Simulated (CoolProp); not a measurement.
500 sccm (0 °C, 1 atm) of nitrogen bubbles through liquid cyclopentane at 284.6 K and leaves saturated at a total pressure of 0.15 MPa (ideal gas phase). Each further row changes one setting.

Computed with CoolProp (reference Helmholtz-energy equation of state, Gedanitz 2015).

| case | vapour pressure (kPa) | mole fraction of vapour | delivery (mg/min) | delivery (sccm) | change of delivery for a bath 1 K warmer (%) |
|---|---|---|---|---|---|
| as stated | 24.1 | 0.161 | 300 | 95.7 | 5.4 |
| bath temperature 289.6 K | 29.9 | 0.199 | 389 | 124 | 5.4 |
| total pressure 0.3 MPa | 24.1 | 0.0804 | 137 | 43.7 | 4.9 |
